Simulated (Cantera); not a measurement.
Charge: 1 mol trisilylamine, 1.3 mol N₂, 1.4 mol H₂, held at 0.133 bar.

These are equilibrium values from Cantera (NASA tables, ideal gas, pure condensed phases), not measurements of a reactor. Candidate condensed phases: Si, Si₃N₄; 18 gas species. The feed counts by its element totals alone. Mutual solubility and eutectic melting of coexisting phases are not modelled. Gases not in the tables: Si₂H₆ and higher silanes. The numbers say what is thermodynamically allowed, not how fast it happens.

Problem. Which condensed phases are stable at each of these points (T (K)): 1200, 1250, 1300, 1350, 1400, 1450, 1500, 1550, 1600, 1650, 1700, 1750?

Solution. 
| T (K) | condensed phases | Si condensed (%) |
|---|---|---|
| 1200 | Si(s) + Si₃N₄(s) | 100.0 |
| 1250 | Si(s) + Si₃N₄(s) | 100.0 |
| 1300 | Si(s) + Si₃N₄(s) | 100.0 |
| 1350 | Si(s) + Si₃N₄(s) | 100.0 |
| 1400 | Si(s) + Si₃N₄(s) | 100.0 |
| 1450 | Si(s) + Si₃N₄(s) | 100.0 |
| 1500 | Si(s) + Si₃N₄(s) | 100.0 |
| 1550 | Si(s) + Si₃N₄(s) | 100.0 |
| 1600 | Si(s) + Si₃N₄(s) | 100.0 |
| 1650 | Si(s) + Si₃N₄(s) | 100.0 |
| 1700 | Si(l) + Si₃N₄(s) | 100.0 |
| 1750 | Si(l) + Si₃N₄(s) | 100.0 |

From 1200 K to 1650 K the condensed part is Si(s) + Si₃N₄(s). From 1700 K to 1750 K the condensed part is Si(l) + Si₃N₄(s).
